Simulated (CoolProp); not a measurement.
Vapour-liquid equilibrium of propane (1) + R134a (2) at 661 kPa; x and y are mole fractions of (1).

Values from CoolProp's multi-fluid Helmholtz-energy mixture model, Lemmon 2009 and Tillner-Roth 1994; pair parameters Bell 2016.

Give the bubble temperature and the first vapour's composition at x = 0.2, 0.425, 0.5. Is there an azeotrope?

x = 0.2: 281.7 K, y = 0.459; x = 0.425: 277.7 K, y = 0.578; x = 0.5: 277.3 K, y = 0.599. y crosses x between x = 0.575 and 0.65: the model has an azeotrope there.

The pair parameters rest on a limited set of measurements; away from them the model extrapolates. With so large a gap from Raoult's law the liquid may split in two, which this calculation doesn't test in full.
